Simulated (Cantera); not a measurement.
A Cantera script and what it prints.

```python
import numpy as np
import cantera as ct

gas_names = [...]  # 109 gases of nasa_gas.yaml made of C, Cl, H, Si
cond_names = """
    C(gr) C6H6(L) C7H8(L) C8H18(L),n-octa Si(cr) Si(L) SiC(b)
""".split()


# ... load() reads the species with a 1 bar reference pressure and builds the phases ...
atoms = {
    '(CH3)2SiCl2': {'C': 2, 'H': 6, 'Si': 1, 'CL': 2},
    'C2H2': {'C': 2, 'H': 2},
    'H2': {'H': 2},
    'C2H4': {'C': 2, 'H': 4},
}
top_T = {'C(gr)': 4500, 'SiC(b)': 3050}  # K; cautious upper limits of use, not melting points


# ... equilibrate(T, P, feed) seeds the gas with the atoms and calls Mixture.equilibrate('TP', solver="vcs", rtol=1e-11, max_steps=5000) ...
results = []
feed = {'(CH3)2SiCl2': 1, 'C2H2': 0.19, 'H2': 4.3, 'C2H4': 0.0063}  # mol
P = 13332.2  # Pa
for T in [1100, 1125, 1150, 1175, 1200, 1225, 1250, 1275, 1300, 1325, 1350, 1375, 1400]:
    mix = equilibrate(T, P, feed)
    results.append((T, P, feed, dict(zip(mix.species_names, mix.species_moles))))
    x = sorted(zip(gas.X, gas.species_names), reverse=True)
    print(f"T = {T:g} K  P = {P:g} Pa  gas = {mix.phase_moles(0):.4g} mol")
    print("   x: " + "  ".join(f"{s} {v:.3e}" for v, s in x if v > 0.0001))
    print("   condensed (mol): " + ("  ".join(f"{mix.phase(i).name} {mix.phase_moles(i):.4g}"
          for i in range(1, mix.n_phases) if mix.phase_moles(i) > 1e-12) or "none"))
```

It prints:

```
T = 1100 K  P = 13332.2 Pa  gas = 8.291 mol
   x: H2 8.209e-01  HCL 1.535e-01  SiCL4 2.048e-02  CH4 3.225e-03  SiHCL3 1.616e-03  SiCL3 2.730e-04
   condensed (mol): C(gr) 1.552  SiC(b) 0.814
T = 1125 K  P = 13332.2 Pa  gas = 8.324 mol
   x: H2 8.125e-01  HCL 1.659e-01  SiCL4 1.722e-02  CH4 2.539e-03  SiHCL3 1.465e-03  SiCL3 3.222e-04
   condensed (mol): C(gr) 1.53  SiC(b) 0.8411
T = 1150 K  P = 13332.2 Pa  gas = 8.355 mol
   x: H2 8.046e-01  HCL 1.774e-01  SiCL4 1.419e-02  CH4 2.020e-03  SiHCL3 1.307e-03  SiCL3 3.699e-04  SiCL2 1.055e-04
   condensed (mol): C(gr) 1.509  SiC(b) 0.8665
T = 1175 K  P = 13332.2 Pa  gas = 8.382 mol
   x: H2 7.974e-01  HCL 1.878e-01  SiCL4 1.145e-02  CH4 1.623e-03  SiHCL3 1.147e-03  SiCL3 4.130e-04  SiCL2 1.455e-04
   condensed (mol): C(gr) 1.489  SiC(b) 0.8896
T = 1200 K  P = 13332.2 Pa  gas = 8.405 mol
   x: H2 7.910e-01  HCL 1.970e-01  SiCL4 9.061e-03  CH4 1.318e-03  SiHCL3 9.900e-04  SiCL3 4.490e-04  SiCL2 1.952e-04
   condensed (mol): C(gr) 1.472  SiC(b) 0.91
T = 1225 K  P = 13332.2 Pa  gas = 8.425 mol
   x: H2 7.855e-01  HCL 2.048e-01  SiCL4 7.034e-03  CH4 1.080e-03  SiHCL3 8.419e-04  SiCL3 4.761e-04  SiCL2 2.548e-04
   condensed (mol): C(gr) 1.456  SiC(b) 0.9274
T = 1250 K  P = 13332.2 Pa  gas = 8.442 mol
   x: H2 7.810e-01  HCL 2.112e-01  SiCL4 5.369e-03  CH4 8.941e-04  SiHCL3 7.065e-04  SiCL3 4.933e-04  SiCL2 3.245e-04
   condensed (mol): C(gr) 1.443  SiC(b) 0.9417
T = 1275 K  P = 13332.2 Pa  gas = 8.455 mol
   x: H2 7.774e-01  HCL 2.163e-01  SiCL4 4.042e-03  CH4 7.468e-04  SiHCL3 5.865e-04  SiCL3 5.013e-04  SiCL2 4.044e-04
   condensed (mol): C(gr) 1.433  SiC(b) 0.9531
T = 1300 K  P = 13332.2 Pa  gas = 8.465 mol
   x: H2 7.746e-01  HCL 2.202e-01  SiCL4 3.014e-03  CH4 6.291e-04  SiCL3 5.010e-04  SiCL2 4.942e-04  SiHCL3 4.830e-04
   condensed (mol): C(gr) 1.425  SiC(b) 0.9619
T = 1325 K  P = 13332.2 Pa  gas = 8.474 mol
   x: H2 7.725e-01  HCL 2.232e-01  SiCL4 2.234e-03  SiCL2 5.941e-04  CH4 5.342e-04  SiCL3 4.943e-04  SiHCL3 3.958e-04
   condensed (mol): C(gr) 1.42  SiC(b) 0.9684
T = 1350 K  P = 13332.2 Pa  gas = 8.48 mol
   x: H2 7.710e-01  HCL 2.254e-01  SiCL4 1.652e-03  SiCL2 7.043e-04  SiCL3 4.829e-04  CH4 4.568e-04  SiHCL3 3.235e-04
   condensed (mol): C(gr) 1.416  SiC(b) 0.9731
T = 1375 K  P = 13332.2 Pa  gas = 8.485 mol
   x: H2 7.698e-01  HCL 2.270e-01  SiCL4 1.222e-03  SiCL2 8.252e-04  SiCL3 4.684e-04  CH4 3.933e-04  SiHCL3 2.643e-04
   condensed (mol): C(gr) 1.413  SiC(b) 0.9763
T = 1400 K  P = 13332.2 Pa  gas = 8.488 mol
   x: H2 7.690e-01  HCL 2.281e-01  SiCL2 9.571e-04  SiCL4 9.062e-04  SiCL3 4.520e-04  CH4 3.406e-04  SiHCL3 2.163e-04
   condensed (mol): C(gr) 1.411  SiC(b) 0.9784
```

Cantera equilibrium calculation (NASA polynomials, part measured and part estimated; ideal gas, pure solids and liquids). The feed counts by its element totals alone. The tables' values for SiCl3 are old estimates; treat these amounts as uncertain.
